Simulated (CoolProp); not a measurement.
Toluene at 387.56 K and 0.0821 MPa is compressed adiabatically to 0.203 MPa with isentropic efficiency 0.8. Each further row changes one setting.

Values from CoolProp's reference Helmholtz-energy equation of state, Lemmon 2006. It is a short technical equation, of lower accuracy than the large ones.

```tsv
case	work (kJ/kg)	final temperature (K)	final density (kg/m³)
as stated	38.9	?	?
efficiency 1	31.1	411.1	?
efficiency 0.65	?	?	5.68
```

Problem. Some entries are withheld; supply them.

Solution. 
- as stated, final temperature (K): 415.9
- as stated, final density (kg/m³): 5.77
- efficiency 1, final density (kg/m³): 5.85
- efficiency 0.65, work (kJ/kg): 47.8
- efficiency 0.65, final temperature (K): 421.4
